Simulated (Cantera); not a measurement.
A perfectly stirred reactor is fed with CH₄ : O₂ : N₂ = 1 : 1.18 : 4.42 (molar parts), equivalence ratio 1.7, at 4130 Torr; it is adiabatic with a 525 K inlet, and is followed from long to short residence time, starting on the burning branch (τ in s: 0.07, 0.04, 0.023, 0.013, 0.0073, 0.0042, 0.0024, 0.0013, 0.00076, 0.00043, 0.00025, 0.00014, 8e-05).

Cantera simulation using GRI-Mech 3.0 (53 species, 325 reactions); the numbers are that mechanism's predictions, not measurements.

Problem. What does this change do: N2 4.42 to 5.7 parts?

Solution. 
```json
[
 {"quantity": "blow-out, bracketed by the residence times tried", "before": "burning at 0.430 ms, out at 0.250 ms", "after": "burning at 2.40 ms, out at 1.30 ms"},
 {"quantity": "x(CH₄) at τ = 70.0 ms", "before": "0.00379", "after": "0.00870"},
 {"quantity": "x(O₂) at τ = 70.0 ms", "before": "0.000164", "after": "0.000562"},
 {"quantity": "x(N₂O) at τ = 70.0 ms", "before": "9.85e-10", "after": "1.29e-9"},
 {"quantity": "x(H) at τ = 70.0 ms", "before": "0.000178", "after": "5.19e-5"},
 {"quantity": "x(CH₂) at τ = 70.0 ms", "before": "2.94e-7", "after": "1.60e-7"},
 {"quantity": "x(CH₄) at τ = 2.40 ms", "before": "0.0111", "after": "0.0182"},
 {"quantity": "x(O₂) at τ = 2.40 ms", "before": "0.00305", "after": "0.00948"},
 {"quantity": "x(N₂O) at τ = 2.40 ms", "before": "6.16e-9", "after": "2.57e-8"},
 {"quantity": "x(H) at τ = 2.40 ms", "before": "0.000247", "after": "7.17e-5"},
 {"quantity": "x(CH₂) at τ = 2.40 ms", "before": "3.30e-6", "after": "1.10e-6"}
]
```
